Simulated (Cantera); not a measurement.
What does this Cantera script print?

```python
import numpy as np
import cantera as ct

gas = ct.Solution("gri30.yaml")
gas.TPX = 1773, 3000000, {'CH4': 1, 'O2': 5.88, 'N2': 22.1}
reactor = ct.IdealGasReactor(gas, energy="on", clone=False)
net = ct.ReactorNet([reactor])
net.rtol, net.atol = 1e-08, 1e-16
show = ['CH4', 'O2', 'CH3', 'CO2', 'C2H', 'C2H6', 'HCN']
times = np.geomspace(6e-06, 0.4, 15)

steps = ct.SolutionArray(gas, extra=["t"])
rows = []
print(f"{'t/s':>10s}{'T/K':>9s}{'P/Pa':>11s}" + "".join(f"{s:>11s}" for s in show))
for t in times:
    while net.time < t:
        t_next = net.step()
        steps.append(gas.state, t=t_next)
    rows.append([np.interp(t, steps.t, y) for y in (steps.T, steps.P, *steps(*show).X.T)])
    print(f"{t:10.3e}{rows[-1][0]:9.1f}{rows[-1][1]:11.4g}" + "".join(f"{x:11.3e}" for x in rows[-1][2:]))
rate = np.gradient(steps.T, steps.t)
print("integrator steps:", len(steps.t))
if steps.T.max() > steps.T[0] + 200:
    print(f"time of steepest temperature rise: {steps.t[rate.argmax()]:.4e} s")
gas.TPX = 1773, 3000000, {'CH4': 1, 'O2': 5.88, 'N2': 22.1}
gas.equilibrate("UV")
print(f"equilibrium (UV): T = {gas.T:.1f} K  " + "  ".join(f"{s} {gas[s].X[0]:.3e}" for s in show))
```

Output:

```
       t/s      T/K       P/Pa        CH4         O2        CH3        CO2        C2H       C2H6        HCN
 6.000e-06   1869.2  3.174e+06  2.320e-02  1.919e-01  1.154e-03  2.576e-04  3.780e-09  5.369e-04  8.811e-10
 1.327e-05   2638.2  4.478e+06  1.002e-14  1.318e-01  6.672e-14  3.328e-02  3.094e-19  5.055e-27  9.837e-12
 2.933e-05   2637.8  4.477e+06  4.226e-16  1.315e-01  2.802e-15  3.338e-02  1.168e-20  9.755e-30  4.427e-12
 6.484e-05   2635.0  4.472e+06  1.691e-18  1.309e-01  1.120e-17  3.340e-02  1.377e-23  1.081e-33  4.297e-12
 1.434e-04   2629.3  4.462e+06  1.193e-18  1.298e-01  7.831e-18  3.342e-02  2.270e-24  2.233e-34  4.427e-12
 3.169e-04   2619.3  4.444e+06  1.064e-18  1.279e-01  6.857e-18  3.346e-02  1.795e-24  1.821e-34  4.531e-12
 7.007e-04   2605.5   4.42e+06  9.073e-19  1.252e-01  5.690e-18  3.351e-02  1.293e-24  1.365e-34  4.480e-12
 1.549e-03   2593.8    4.4e+06  7.909e-19  1.229e-01  4.848e-18  3.356e-02  9.773e-25  1.066e-34  4.323e-12
 3.425e-03   2589.9  4.393e+06  7.545e-19  1.222e-01  4.589e-18  3.357e-02  8.883e-25  9.792e-35  4.253e-12
 7.572e-03   2589.7  4.393e+06  7.523e-19  1.221e-01  4.574e-18  3.357e-02  8.832e-25  9.742e-35  4.248e-12
 1.674e-02   2589.7  4.393e+06  7.523e-19  1.221e-01  4.574e-18  3.357e-02  8.832e-25  9.741e-35  4.248e-12
 3.701e-02   2589.7  4.393e+06  7.523e-19  1.221e-01  4.574e-18  3.357e-02  8.832e-25  9.741e-35  4.248e-12
 8.183e-02   2589.7  4.393e+06  7.523e-19  1.221e-01  4.574e-18  3.357e-02  8.832e-25  9.741e-35  4.248e-12
 1.809e-01   2589.7  4.393e+06  7.523e-19  1.221e-01  4.574e-18  3.357e-02  8.832e-25  9.741e-35  4.248e-12
 4.000e-01   2589.7  4.393e+06  7.523e-19  1.221e-01  4.574e-18  3.357e-02  8.832e-25  9.741e-35  4.248e-12
integrator steps: 1630
time of steepest temperature rise: 7.1505e-06 s
equilibrium (UV): T = 2589.7 K  CH4 1.091e-18  O2 1.221e-01  CH3 6.634e-18  CO2 3.357e-02  C2H 9.763e-25  C2H6 1.703e-34  HCN 4.248e-12
```

Model: GRI-Mech 3.0 (53 species, 325 reactions), integrated in Cantera. The pressure lies above the range GRI-Mech 3.0 was tuned for (to about 10 atm).
